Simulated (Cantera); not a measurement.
An isothermal, constant-pressure homogeneous reactor starts with 25.6 % CH4, 41.0 % H2O, 33.3 % H2, at 2100 K and 0.109 atm.

Detailed kinetics in Cantera: GRI-Mech 3.0 (53 species, 325 reactions).

x: mole fraction; the columns are a selection and need not sum to one.

```tsv
t (s)	x CH4	x H2O	x H2	x CO2	x O
0.000600	0.0595	0.335	0.514	0.000193	8.53e-7
0.00180	0.0185	0.299	0.571	0.00129	9.82e-7
0.00542	(withheld)	(withheld)	0.615	(withheld)	1.06e-6
0.0163	0.00576	0.176	0.668	0.00549	9.38e-7
0.0490	0.00217	0.116	0.712	0.00493	8.16e-7
0.147	6.50e-5	0.0970	0.727	0.00444	8.71e-7
0.443	1.76e-10	0.0967	0.726	0.00443	1.01e-6
1.33	1.75e-10	0.0967	0.726	0.00443	1.01e-6
4.00	1.75e-10	0.0967	0.726	0.00443	1.01e-6
```

Q: Complete the blanks.

A: 
- 0.00542, x CH4: 0.00906
- 0.00542, x H2O: 0.248
- 0.00542, x CO2: 0.00391
